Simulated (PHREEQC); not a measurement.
A PHREEQC input (ion-association model, phreeqc.dat):

```
SOLUTION 1
  temp 67
  units mg/L
  pH 5.87
  pe 12.9
  Na 0.00192
  K 2.49e-05
  Ca 0.0182
  Mg 0.00149
  Cl 0.015
  S(6) 0.00739 as SO4
  Alkalinity 0.0313 as HCO3
  Li 9.59e-07
END
USE solution 1
EQUILIBRIUM_PHASES 1
  Quartz 0 0.5
  CO2(g) 3.4 10
END
```

The run finishes without an error or a warning.

Its last state differs from that of the intended input:

```tsv
quantity	as run	intended
pH	2.84	5.86
ionic strength (mol/kgw)	0.00150	3.09e-6
CO2 (mol/kgw)	6.03	5.91e-6
HCO3- (mol/kgw)	0.00150	1.74e-6
H3SiO4- (mol/kgw)	5.69e-11	8.07e-8
HSO4- (mol/kgw)	1.98e-8	2.94e-11
```

Q: One thing in the input isn't as intended. What explains the difference?

A: This is not unique; one that fits is The fault: the CO2 pressure typed with the wrong sign of its logarithm. The line should read `CO2(g) -3.4` where the input has `CO2(g) 3.4`.
